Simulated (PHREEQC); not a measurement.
HCl is added in steps, without added water, to 1 kg of water holding 1.5 mmol/kgw CuCl2, 0.6 mmol/kgw HNO3 and 59 mmol/kgw H3BO3, at 58 °C. O2 is buffered at 0.21 atm. No CO2 enters from the air. The run lets Cu(OH)2, Atacamite, Cu2(OH)3NO3 precipitate or redissolve, and no other solid.

Base run: PHREEQC, ion-association model, wateq4f.dat. Each further column changes one thing. The table gives CuCl+ (mol/kgw).

| HCl added (mol) | base | HNO3 from 0.0006 to 0.003 mol/kgw | HNO3 from 0.0006 to 0.006 mol/kgw | HNO3 from 0.0006 to 0.00054 mol/kgw | no solid may form |
|---|---|---|---|---|---|
| 0 | 3.66e-5 | 3.46e-5 | 3.28e-5 | 3.67e-5 | 3.66e-5 |
| 0.001833 | 5.57e-5 | 5.32e-5 | 5.07e-5 | 5.58e-5 | 5.57e-5 |
| 0.003667 | 7.32e-5 | 7.03e-5 | 6.74e-5 | 7.33e-5 | 7.32e-5 |
| 0.0055 | 8.93e-5 | 8.62e-5 | 8.30e-5 | 8.94e-5 | 8.93e-5 |
| 0.007333 | 0.000104 | 0.000101 | 9.76e-5 | 0.000105 | 0.000104 |
| 0.009167 | 0.000119 | 0.000115 | 0.000112 | 0.000119 | 0.000119 |
| 0.011 | 0.000132 | 0.000128 | 0.000125 | 0.000132 | 0.000132 |

Away from 25 °C the constants follow the database's enthalpies or fits; those with neither stay at their 25 °C values.
